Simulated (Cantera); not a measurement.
Thermodynamics of silicon etching in halogen gases, feed Si + HBr + N₂

A closed system holds: 1 mol Si, 12 mol HBr, 3.7 mol N₂, held at 1252 °C.

Cantera equilibrium calculation (NASA polynomials, part measured and part estimated; ideal gas, pure solids and liquids). Candidate condensed phases: Br₂, Si, Si₃N₄; 28 gas species. The tables' values for SiBr₃, SiBr are old estimates; treat these amounts as uncertain. The numbers say what is thermodynamically allowed, not how fast it happens.

```json
[
 {"P (Pa)": "1", "x HBr": "0.215", "x Br": "0.320", "x N₂": "0.197", "x H₂": "0.211", "x SiBr₂": "0.0525", "x SiBr₄": "4.41e-7", "x SiBr₃": "3.65e-5"},
 {"P (Pa)": "10", "x HBr": "0.370", "x Br": "0.202", "x N₂": "0.212", "x H₂": "0.158", "x SiBr₂": "0.0569", "x SiBr₄": "1.90e-5", "x SiBr₃": "0.000249"},
 {"P (Pa)": "100", "x HBr": "0.500", "x Br": "0.102", "x N₂": "0.224", "x H₂": "0.113", "x SiBr₂": "0.0587", "x SiBr₄": "0.000502", "x SiBr₃": "0.00130"},
 {"P (Pa)": "1000", "x HBr": "0.571", "x Br": "0.0406", "x N₂": "0.233", "x H₂": "0.0926", "x SiBr₂": "0.0514", "x SiBr₄": "0.00695", "x SiBr₃": "0.00454"},
 {"P (Pa)": "10000", "x HBr": "0.573", "x Br": "0.0120", "x N₂": "0.243", "x H₂": "0.107", "x SiBr₂": "0.0266", "x SiBr₄": "0.0315", "x SiBr₃": "0.00696"},
 {"P (Pa)": "100000", "x HBr": "0.553", "x Br": "0.00336", "x N₂": "0.249", "x H₂": "0.127", "x SiBr₂": "0.00606", "x SiBr₄": "0.0560", "x SiBr₃": "0.00442"}
]
```
x: gas mole fraction; nothing condenses.

From 1.00 Pa to 1.00 bar nothing is condensed. The main Si-bearing gas is SiBr₂ at 1.00 Pa and SiBr₄ at 1.00 bar.
